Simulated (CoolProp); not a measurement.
Vapour-liquid equilibrium of diethyl ether (1) + benzene (2) at 0.192 MPa; x and y are mole fractions of (1).

Computed with CoolProp (multi-fluid Helmholtz-energy mixture model, Thol 2014 and Thol 2012; pair parameters Bell 2016).

```json
[
 {"x": "0.05", "bubble temperature (K)": "___", "y at the bubble point": "0.150", "dew temperature at overall composition x (K)": "374.1", "liquid density (mol/L)": "10.06"},
 {"x": "0.2", "bubble temperature (K)": "360.0", "y at the bubble point": "0.468", "dew temperature at overall composition x (K)": "369.6", "liquid density (mol/L)": "___"},
 {"x": "0.35", "bubble temperature (K)": "351.2", "y at the bubble point": "0.663", "dew temperature at overall composition x (K)": "364.5", "liquid density (mol/L)": "9.835"},
 {"x": "0.5", "bubble temperature (K)": "___", "y at the bubble point": "0.791", "dew temperature at overall composition x (K)": "358.7", "liquid density (mol/L)": "9.685"},
 {"x": "0.65", "bubble temperature (K)": "338.0", "y at the bubble point": "___", "dew temperature at overall composition x (K)": "351.9", "liquid density (mol/L)": "9.519"},
 {"x": "0.8", "bubble temperature (K)": "332.8", "y at the bubble point": "0.942", "dew temperature at overall composition x (K)": "___", "liquid density (mol/L)": "9.339"},
 {"x": "0.95", "bubble temperature (K)": "328.3", "y at the bubble point": "0.988", "dew temperature at overall composition x (K)": "___", "liquid density (mol/L)": "___"}
]
```

Problem. What belongs in the gaps?

Solution. 
- 0.05, bubble temperature (K): 371.1
- 0.2, liquid density (mol/L): 9.964
- 0.5, bubble temperature (K): 344.0
- 0.65, y at the bubble point: 0.879
- 0.8, dew temperature at overall composition x (K): 343.4
- 0.95, dew temperature at overall composition x (K): 332.0
- 0.95, liquid density (mol/L): 9.148

No azeotrope shows between x = 0.05 and 0.95.

Pair parameters are fitted to limited data, so mixtures are less certain than the pure fluids.
